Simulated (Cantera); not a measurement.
What does this Cantera script print?

```python
import numpy as np
import cantera as ct

gas_names = [...]  # 77 gases of nasa_gas.yaml made of C, H, Ti
cond_names = """
    C(gr) C6H6(L) C7H8(L) C8H18(L),n-octa Ti(a) Ti(b) Ti(L) TiC(s) TiC(L)
""".split()


# ... load() reads the species with a 1 bar reference pressure and builds the phases ...
atoms = {
    'Ti': {'Ti': 1},
    'CH4': {'C': 1, 'H': 4},
    'H2': {'H': 2},
}
top_T = {'C(gr)': 4500}  # K; cautious upper limits of use, not melting points


# ... equilibrate(T, P, feed) seeds the gas with the atoms and calls Mixture.equilibrate('TP', solver="vcs", rtol=1e-11, max_steps=5000) ...
results = []
feed = {'Ti': 1, 'CH4': 1.2, 'H2': 1.4}  # mol
T = 1325  # K
P = 1000  # Pa
mix = equilibrate(T, P, feed)
results.append((T, P, feed, dict(zip(mix.species_names, mix.species_moles))))
x = sorted(zip(gas.X, gas.species_names), reverse=True)
print(f"T = {T:g} K  P = {P:g} Pa  gas = {mix.phase_moles(0):.4g} mol")
print("   x: " + "  ".join(f"{s} {v:.3e}" for v, s in x if v > 1e-05))
print("   condensed (mol): " + ("  ".join(f"{mix.phase(i).name} {mix.phase_moles(i):.4g}"
      for i in range(1, mix.n_phases) if mix.phase_moles(i) > 1e-12) or "none"))
```

Result:

```
T = 1325 K  P = 1000 Pa  gas = 3.8 mol
   x: H2 9.999e-01  CH4 6.712e-05  H 1.635e-05
   condensed (mol): C(gr) 0.1997  TiC(s) 1
```

Cantera equilibrium calculation (NASA polynomials, part measured and part estimated; ideal gas, pure solids and liquids). TiC: taken at fixed stoichiometry.
